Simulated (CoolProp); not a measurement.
The fluid at 298.15 K and 10.3 MPa is throttled through a valve to 6.16 MPa with no heat exchange. The same conditions are run with several fluids, on thermodynamics alone (safety and materials aside).

The numbers come from the reference Helmholtz-energy equation of state of each fluid (R124: de Vries 1995; sulfur dioxide: Gao 2016; n-hexane: Thol 2019; trans-2-butene: Lemmon 2005; CH3F (R41): Lemmon 2006) in CoolProp.

| fluid | temperature change (K) | final density (kg/m³) |
|---|---|---|
| R124 | ___ | 1380 |
| sulfur dioxide | +0.9 | 1380 |
| n-hexane | +1.7 | ___ |
| trans-2-butene | +1.4 | ___ |
| CH3F (R41) | ___ | ___ |

Task: What belongs in the gaps?

Result: 
- R124, temperature change (K): +1.0
- n-hexane, final density (kg/m³): 660
- trans-2-butene, final density (kg/m³): 606
- CH3F (R41), temperature change (K): -2.1
- CH3F (R41), final density (kg/m³): 615
